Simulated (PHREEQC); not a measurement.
Make-up at 25 °C: 0.014 mol KHF2 and 0.0017 mol Na2HPO4 per kg of water. Closed to the air; pH follows from the charge balance.

Computed with PHREEQC (ion-association model, phreeqc.dat).

This is a speciation only: nothing precipitates in the calculation.

Question: Order these F species by the share of F that they hold, largest first: HF, HF2-, F-.

Answer: F- (56 %), HF (39 %), HF2- (4.7 %)

The pH is 3.27 and the ionic strength 0.0180 mol/kgw.
